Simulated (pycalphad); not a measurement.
All values are pycalphad results on the COST 507 light-alloy database (1999) (1 atm), not direct measurements. The database dates from 1999; later assessments differ in places, in temperatures and in the compounds included. Phase fractions are per mole of atoms.

### Question
Give the equilibrium state of Al-8.097Si-2.146C (wt.%) at 625 K.

### Answer
```
T = 625.00 K, P = 101325 Pa, N = 1 mol of atoms
G = -23139 J/mol, H = 4751 J/mol, S = 44.62 J/(mol K)  (SER reference)
chemical potentials (J/mol): Al -21175, Si -14721, C -73289
phase             fraction      x(Al)      x(Si)       x(C)
FCC_A1              0.8242     0.9987     0.0013      1e-14
AL8SIC7             0.1077     0.5000     0.0625     0.4375
DIAMOND_A4          0.0682   2.83e-09     1.0000    1.4e-14
```

### Question
Give the equilibrium state of Al-8.097Si-2.146C (wt.%) at 1525 K.

### Answer
liquid, fraction 0.890, with 8.8 Si, 0.01 C wt.%; AL4C3, fraction 0.110, with 0.56 Si, 25.0 C wt.%.

Database names, with the compositions (at.%) that they take in these runs: AL4C3: Al 57 C 43; AL8SIC7: Al 50 C 44 Si 6. FCC_A1 is fcc; DIAMOND_A4 is diamond (Si).
